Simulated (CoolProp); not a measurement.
Neopentane along the isobar 2950 kPa: Z from the reference equation and from simpler models built on Tc = 433.7 K, pc = 3196 kPa, ω = 0.196; each cubic takes its own stable root.

The numbers come from the reference Helmholtz-energy equation of state, Lemmon 2006 in CoolProp. It is a short technical equation, of lower accuracy than the large ones.

| T (K) | phase | reference |
|---|---|---|
| 402.9 | liquid | 0.1449 |
| 419.3 | liquid | 0.1565 |
| 435.6 | gas | 0.5361 |
| 452 | gas | 0.6409 |
| 468.3 | gas | 0.7027 |
| 484.6 | gas | 0.7474 |
| 501 | gas | 0.7823 |
| 517.3 | gas | 0.8103 |
| 533.7 | gas | 0.8336 |
| 550 | gas | 0.8532 |

Question: How far does each simpler model (Redlich-Kwong, Soave-Redlich-Kwong) lie from the reference over these 10 states: mean and median of the absolute difference, and the worst?

Answer: 
- Redlich-Kwong: mean 5.2 %, median 1.5 %, worst +23.3 % at 419.3 K and 2950 kPa
- Soave-Redlich-Kwong: mean 4.4 %, median 1.2 %, worst +19.4 % at 419.3 K and 2950 kPa
